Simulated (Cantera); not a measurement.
Stirred combustor or abatement burner

A perfectly stirred reactor is fed with 15.2 % CH4, 17.9 % O2, 67.0 % N2, equivalence ratio 1.7, at 100000 Pa; it is adiabatic with a 625 K inlet, and is followed from long to short residence time, starting on the burning branch (τ in s: 0.056, 0.03, 0.016, 0.0084, 0.0044, 0.0024, 0.0013, 0.00067, 0.00035, 0.00019, 0.0001, 5.3e-05).

Cantera simulation using GRI-Mech 3.0 (53 species, 325 reactions); the numbers are that mechanism's predictions, not measurements.

```
τ (s)    T (K)    x CH4      x O2       x H    x HCO   x H2O    x CH2O
-------  -----  -------  --------  --------  -------  ------  --------
0.056     2009  0.00188  0.000251  0.000806  1.15e-7   0.157   5.48e-6
0.030     2010  0.00244  0.000425  0.000878  1.78e-7   0.159   8.54e-6
0.016     2010  0.00304  0.000711  0.000970  2.87e-7   0.161   1.32e-5
0.0084    2008  0.00371   0.00119   0.00109  4.79e-7   0.163   2.04e-5
0.0044    2002  0.00448   0.00198   0.00122  8.19e-7   0.164   3.14e-5
0.0024    1991  0.00539   0.00322   0.00135  1.37e-6   0.165   4.75e-5
0.0013    1971  0.00674   0.00540   0.00144  2.32e-6   0.166   7.38e-5
0.00067   1924  0.00971    0.0105   0.00139  4.12e-6   0.164  0.000131
0.00035    625    0.152     0.179    <1e-12   <1e-12  <1e-12    <1e-12
0.00019    625    0.152     0.179    <1e-12   <1e-12  <1e-12    <1e-12
0.00010    625    0.152     0.179    <1e-12   <1e-12  <1e-12    <1e-12
5.3e-5     625    0.152     0.179    <1e-12   <1e-12  <1e-12    <1e-12
```
x: mole fraction; the columns are a selection and need not sum to one.
